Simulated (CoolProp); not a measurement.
A simple Rankine cycle with R114: condensing at 306.15 K, boiler at 1.38 MPa, turbine inlet 376.8 K, turbine efficiency 0.7, pump efficiency 0.7, no recuperator. Each further row changes one setting.

Computed with CoolProp (reference Helmholtz-energy equation of state, Platzer 1990). This equation is an older, rougher fit; its heat capacities, sound speeds and derivatives of the liquid may be far off and weren't checked against measurements.

```csv
case,thermal efficiency (%),net work (kJ/kg),heat in (kJ/kg),turbine exit temperature (K),volume ratio over the turbine
as stated,9.4,15.4,164,337.8,5.70
turbine inlet 396.8 K,9.3,17.0,182,359.8,5.42
condensing temperature 298.15 K,10.5,18.0,172,333.3,7.31
boiler pressure 0.966 MPa,7.7,13.1,170,349.5,3.68
turbine efficiency 0.6,8.0,13.1,164,340.9,5.76
```
